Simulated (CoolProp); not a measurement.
A closed Brayton cycle with nitrogen: compressor inlet 329.15 K and 3.6 MPa, high pressure 10.7 MPa, turbine inlet 855 K, compressor efficiency 0.85, turbine efficiency 0.85, recuperator effectiveness 0.9 (on enthalpy, no pinch check). Each further row changes one setting.

Model: reference Helmholtz-energy equation of state, Span 2000, in CoolProp.

```json
[
 {"case": "as stated", "thermal efficiency (%)": "25.2", "net work (kJ/kg)": "59.0", "compressor to turbine work": "0.72", "compressor exit (K)": "471.6", "turbine exit (K)": "671.6"},
 {"case": "turbine inlet 805 K", "thermal efficiency (%)": "?", "net work (kJ/kg)": "46.6", "compressor to turbine work": "0.76", "compressor exit (K)": "471.6", "turbine exit (K)": "630.7"},
 {"case": "compressor inlet 339.15 K", "thermal efficiency (%)": "?", "net work (kJ/kg)": "?", "compressor to turbine work": "?", "compressor exit (K)": "?", "turbine exit (K)": "671.6"},
 {"case": "high pressure 9.09 MPa", "thermal efficiency (%)": "27.0", "net work (kJ/kg)": "?", "compressor to turbine work": "0.69", "compressor exit (K)": "447.4", "turbine exit (K)": "696.2"},
 {"case": "recuperator effectiveness 0.5", "thermal efficiency (%)": "?", "net work (kJ/kg)": "59.0", "compressor to turbine work": "0.72", "compressor exit (K)": "471.6", "turbine exit (K)": "671.6"}
]
```

### Question
Some entries are withheld; supply them.

### Answer

- turbine inlet 805 K, thermal efficiency (%): 21.5
- compressor inlet 339.15 K, thermal efficiency (%): 23.4
- compressor inlet 339.15 K, net work (kJ/kg): 54.3
- compressor inlet 339.15 K, compressor to turbine work: 0.74
- compressor inlet 339.15 K, compressor exit (K): 485.7
- high pressure 9.09 MPa, net work (kJ/kg): 57.1
- recuperator effectiveness 0.5, thermal efficiency (%): 18.4
